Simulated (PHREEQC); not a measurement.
Solution (51 °C): 0.0043 mol CuSO4 and 0.026 mol FeCl3 per kg of water. Closed to the air; pH follows from the charge balance.

Equilibrium calculation in PHREEQC: ion-association model, wateq4f.dat.

```
quantity                           before    after
-------------------------------  --------  -------
pH                                   2.04     4.78
ionic strength (mol/kgw)            0.119   0.0131
Cu+2 (mol/kgw)                    0.00346  0.00327
SO4-2 (mol/kgw)                  0.000565  0.00328
HSO4- (mol/kgw)                  0.000419  6.91e-6
CuSO4 (mol/kgw)                   5.62e-5  0.00101
SI of Chalcanthite (CuSO4:5H2O)     -4.07    -2.82
SI of Tenorite (CuO)                -5.55    +0.15
```

Question: Which change was made?
A) 0.0094 mol/kgw Ca(OH)2 added
B) FeCl3 replaced by Fe(NO3)3 at the same molality
C) 0.02 mol/kgw Ca(OH)2 added
D) diluted 10-fold with water
E) FeCl3 left out

Answer: E, FeCl3 left out

Precipitation was switched off in this run. Some of these states are supersaturated (in Hematite (slow to form), Goethite (slow to form), Tenorite (slow to form), for instance). At this temperature some constants are extrapolated from 25 °C, and those without enthalpy data are left unchanged.
